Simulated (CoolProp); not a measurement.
A simple Rankine cycle with n-butane: condensing at 305.15 K, boiler at 0.821 MPa, turbine inlet 348.8 K, turbine efficiency 0.75, pump efficiency 0.6, no recuperator. Each further row changes one setting.

Values from CoolProp's reference Helmholtz-energy equation of state, Bücker 2006.

```json
[
 {"case": "as stated", "thermal efficiency (%)": "7.2", "net work (kJ/kg)": "30.2", "heat in (kJ/kg)": "417", "turbine exit temperature (K)": "322.8", "volume ratio over the turbine": "2.81"},
 {"case": "turbine inlet 368.8 K", "thermal efficiency (%)": "7.2", "net work (kJ/kg)": "33.0", "heat in (kJ/kg)": "461", "turbine exit temperature (K)": "343.9", "volume ratio over the turbine": "2.77"},
 {"case": "condensing temperature 297.15 K", "thermal efficiency (%)": "8.6", "net work (kJ/kg)": "37.6", "heat in (kJ/kg)": "437", "turbine exit temperature (K)": "317.3", "volume ratio over the turbine": "3.57"},
 {"case": "boiler pressure 0.575 MPa", "thermal efficiency (%)": "4.8", "net work (kJ/kg)": "20.7", "heat in (kJ/kg)": "428", "turbine exit temperature (K)": "333.1", "volume ratio over the turbine": "1.92"},
 {"case": "turbine efficiency 0.65", "thermal efficiency (%)": "6.2", "net work (kJ/kg)": "25.9", "heat in (kJ/kg)": "417", "turbine exit temperature (K)": "325.0", "volume ratio over the turbine": "2.83"}
]
```
